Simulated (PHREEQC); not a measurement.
## Spent oxide etchant: an equilibrium model

Solution (25 °C): 0.0026 mol HF, 0.00051 mol H2SiF6, 0.031 mol H3BO3 and 0.0005 mol H2SO4 per kg of water. Closed to the air; pH follows from the charge balance.

Model: ion-association model, wateq4f.dat, run in PHREEQC.

This is a speciation only: nothing precipitates in the calculation.

### Question
Predict the pH, ionic strength.

### Answer
pH 2.62; ionic strength 0.00297 mol/kgw.

### Question
In which forms is B present?

### Answer
H3BO3 96 %, BF4- 2.3 %, BF2(OH)2- 1.0 %, BF3OH- 0.8 % of the B.

Examples of supersaturated solids here: Quartz (slow to form), Chalcedony (slow to form). Others may be too. SiF6-2 is the database's only silicon fluoride. Real BF4- forms and hydrolyses slowly; the run takes it at equilibrium.
